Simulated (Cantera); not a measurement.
A closed system holds: 1 mol BCl3, a varied amount of NH3, 0.21 mol H2, held at 1452 °C and 5200 Pa.

Equilibrium computed with Cantera from the NASA thermochemical tables; the gas is ideal and each condensed phase is pure. Candidate condensed phases: B, BN, NH4Cl; 21 gas species. Gases not in the tables: BHCl2. Kinetics and transport are ignored.

Q: What share of the B ends up in condensed phases as a function of n(NH3) (mol), at 0.36, 1.6, 2.9, 4.1, 5.3, 6.6, 7.8?

A: 
| n(NH3) (mol) | B condensed (%) | as |
|---|---|---|
| 0.36 | 35.9 | BN(s) |
| 1.6 | 96.3 | BN(s) |
| 2.9 | 99.4 | BN(s) |
| 4.1 | 99.7 | BN(s) |
| 5.3 | 99.8 | BN(s) |
| 6.6 | 99.9 | BN(s) |
| 7.8 | 99.9 | BN(s) |
